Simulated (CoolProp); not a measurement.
Properties of chloromethane (R40) at several states (Tc = 418.6 K, pc = 6.929 MPa, ω = 0.150).

Values from CoolProp's reference Helmholtz-energy equation of state, Thol 2014.

| T (K) | p (MPa) | phase | density (kg/m³) | Joule-Thomson coefficient (K/MPa) | expansivity (1/kK) |
|---|---|---|---|---|---|
| 257.6 | 0.0717 | gas | 1.727 | 64.05 | 4.227 |
| 302.1 | 0.0784 | gas | 1.596 | 35.11 | 3.465 |
| 480 | 8.45 | supercritical | 158.2 | 8.126 | 6.957 |
